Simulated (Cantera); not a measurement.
Feed: 1 mol Si3N4, 5.8 mol F2, 8.7 mol H2, equilibrated at 1098 K and 0.00190 bar.

Method: chemical equilibrium by Gibbs-energy minimisation in Cantera with the NASA 1993 tables (ideal gas, pure condensed phases). Candidate condensed phases: Si, Si3N4; 37 gas species. The tables' values for SiF3 are old estimates; treat these amounts as uncertain. Equilibrium is a limit: real reactors are often held back by kinetics, nucleation or transport.

Base state: H2 0.641, SiF4 0.213, N2 0.143, HF 0.00183, SiHF3 0.000696, SiF3 0.000435 (mole fractions); condensed: Si3N4(s).

### Question
What changes in the equilibrium state with this change: F2 from 5.8 to 6.4 mol?

### Answer
```
species          before    after
-------------  --------  -------
H2                0.641    0.589
SiF4              0.213    0.213
N2                0.143    0.142
HF              0.00183   0.0568
SiHF3          0.000696  2.05e-5
SiF3           0.000435  1.34e-5
Si3N4(s), mol    0.0341        0
```

### Question
What changes in the equilibrium state with this change: F2 from 5.8 to 11 mol?

### Answer
```csv
species,before,after
HF,0.00183,0.535
H2,0.641,0.198
SiF4,0.213,0.160
N2,0.143,0.107
SiHF3,0.000696,5.52e-7
SiF3,0.000435,6.22e-7
"Si3N4(s), mol",0.0341,0
```

### Question
What changes in the equilibrium state with this change: pressure from 0.00190 bar to 0.640 bar?

### Answer
```
species          before    after
-------------  --------  -------
H2                0.641    0.642
SiF4              0.213    0.213
N2                0.143    0.143
HF              0.00183  0.00112
SiHF3          0.000696  0.00113
SiF3           0.000435  3.85e-5
NH3             1.18e-7  3.99e-5
Si3N4(s), mol    0.0341   0.0333
```
